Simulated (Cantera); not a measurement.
Charge: 1 mol Si3N4, 1.8 mol N2O, 380 mol N2, held at 2.60 mbar.

These are equilibrium values from Cantera (NASA tables, ideal gas, pure condensed phases), not measurements of a reactor. Candidate condensed phases: Si, SiO2, Si2N2O, Si3N4; 16 gas species. Mutual solubility and eutectic melting of coexisting phases are not modelled. The numbers say what is thermodynamically allowed, not how fast it happens. All values below are at 1350 °C.

Base state: N2 0.997, SiO 0.00291, Si 1.85e-5 (mole fractions); condensed: Si2N2O(s) + Si3N4(s).

Problem. What changes in the equilibrium state with this change: pressure from 2.60 mbar to 1.20 Pa?

Solution. 
```csv
species,before,after
N2,0.997,0.992
SiO,0.00291,0.00465
Si,1.85e-5,0.00308
"Si2N2O(s), mol",0.683,0
"Si3N4(s), mol",0.170,0
```
